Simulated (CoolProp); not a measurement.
Octamethyltrisiloxane (MDM) along the isobar 101 kPa: fugacity coefficient from the reference equation and from simpler models built on Tc = 292.2 °C, pc = 1438 kPa, ω = 0.528; each cubic takes its own stable root.

Computed with CoolProp (reference Helmholtz-energy equation of state, Thol 2017).

```tsv
T (°C)	phase	reference
-14.75	liquid	0.0002207
-5.75	liquid	0.0004956
3.35	liquid	0.001051
12.35	liquid	0.002084
21.45	liquid	0.003947
30.45	liquid	0.007076
39.55	liquid	0.01222
48.55	liquid	0.02017
```

How far does each simpler model (Redlich-Kwong, Soave-Redlich-Kwong, Peng-Robinson) lie from the reference over these 8 states: mean and median of the absolute difference, and the worst?


- Redlich-Kwong: mean 1801.2 %, median 1504.1 %, worst +3778.6 % at -14.75 °C and 101 kPa
- Soave-Redlich-Kwong: mean 10.7 %, median 9.5 %, worst +21.7 % at -14.75 °C and 101 kPa
- Peng-Robinson: mean 27.2 %, median 24.8 %, worst +49.8 % at -14.75 °C and 101 kPa
